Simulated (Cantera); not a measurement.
Input: 1 mol Cr, 0.26 mol NH3, equilibrated at 1373.15 K and 4.60 bar.

Equilibrium computed with Cantera from the NASA thermochemical tables; the gas is ideal and each condensed phase is pure. Candidate condensed phases: Cr, CrN, Cr2N; 11 gas species. Mutual solubility and eutectic melting of coexisting phases are not modelled. Equilibrium is a limit: real reactors are often held back by kinetics, nucleation or transport.

Base state: H2 0.998, N2 0.00196, NH3 1.91e-5 (mole fractions); condensed: Cr(s) + Cr2N(s).

Q: What changes in the equilibrium state with this change: temperature from 1373.15 K to 2175 K?

A: 
```tsv
species	before	after
H2	0.998	0.747
N2	0.00196	0.249
H	1.55e-6	0.00197
Cr	7.00e-9	0.00146
NH3	1.91e-5	2.28e-5
Cr(s), mol	0.483	0
Cr2N(s), mol	0.258	0
Cr(l), mol	0	0.999
```

Q: What changes in the equilibrium state with this change: NH3 from 0.26 to 5.5 mol?

A: 
| species | before | after |
|---|---|---|
| H2 | 0.998 | 0.767 |
| N2 | 0.00196 | 0.233 |
| NH3 | 1.91e-5 | 0.000140 |
| Cr(s), mol | 0.483 | 0 |
| Cr2N(s), mol | 0.258 | 0.500 |

Q: What changes in the equilibrium state with this change: temperature from 1373.15 K to 998 K?

A: 
| species | before | after |
|---|---|---|
| H2 | 0.998 | 1.000 |
| NH3 | 1.91e-5 | 2.51e-6 |
| N2 | 0.00196 | 8.56e-7 |
| Cr(s), mol | 0.483 | 0.480 |
| Cr2N(s), mol | 0.258 | 0.260 |
